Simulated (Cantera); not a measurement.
A closed system holds: 1 mol V2O5, 30 mol H2, at 1552 °C and 1330 Pa.

These are equilibrium values from Cantera (NASA tables, ideal gas, pure condensed phases), not measurements of a reactor. Candidate condensed phases: H2O, V, VO, V2O3, V2O4, V2O5; 12 gas species. Condensed phases not in the tables: the oxides between V2O3 and V2O5 other than VO2. Equilibrium is a limit: real reactors are often held back by kinetics, nucleation or transport.

Base state: H2 0.930, H2O 0.0665, H 0.00368, VO2 0.000107, OH 1.84e-5 (mole fractions); condensed: V2O3(s).

Q: What changes in the equilibrium state with this change: V2O5 replaced by TiO2?

A: 
```
species          before    after
-------------  --------  -------
H2                0.930    0.985
H2O              0.0665   0.0111
H               0.00368  0.00379
VO2            0.000107        0
OH              1.84e-5  2.98e-6
V2O3(s), mol      0.998        0
Ti3O5(s), mol         0    0.333
```
Further candidate phases: Ti, TiO, TiO2, Ti2O3, Ti3O5, Ti4O7.
